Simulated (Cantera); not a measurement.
Charge: 1 mol Al2O3, 0.18 mol C, 3.9 mol N2, held at 19.0 Pa.

Method: chemical equilibrium by Gibbs-energy minimisation in Cantera with the NASA 1993 tables (ideal gas, pure condensed phases). Candidate condensed phases: Al, AlN, Al2O3, C; 32 gas species. Kinetics and transport are ignored.

Over these rows the condensed part is Al2O3(l). Partial pressures as log10 of bar:

```
T (K)  1000/T (1/K)  log p O2  log p N2  log p CO  log p Al  log p O
-----  ------------  --------  --------  --------  --------  -------
2373         0.4214     -7.67     -3.76     -5.10     -5.31    -5.96
2398         0.4170     -7.38     -3.76     -5.10     -5.28    -5.76
2423         0.4127     -7.11     -3.77     -5.11     -5.24    -5.56
2448         0.4085     -6.86     -3.77     -5.12     -5.19    -5.38
2473         0.4044         ?     -3.78     -5.13     -5.13    -5.21
2498         0.4003     -6.42     -3.80     -5.14     -5.06    -5.06
```

Task: Fit log p(O2) = a + b·(1000/T) to the five rows, give the apparent enthalpy, and predict the row at 2473 K.

Result: Means: 1000/T = 0.4120, log p = -7.088. Sxy = -0.015560, Sxx = 0.0002630, so b = -59.17 and a = -7.088 − (-59.17)×0.4120 = 17.29.
Apparent enthalpy: −19.145 × (-59.17) = 1133 kJ/mol. With the condensed phases at unit activity, 2/3 Al2O3(l) = O2(g) + 4/3 Al(g) links this pressure to the main gases: over the six rows their terms move log p by -0.33 in all, so the slope isn't that reaction's ΔH° alone. The five rows lie within 0.03 of the line.
Prediction at 2473 K: 17.29 + (-59.17)×0.4044 = -6.64. The computed value is -6.63, 0.01 from the line.
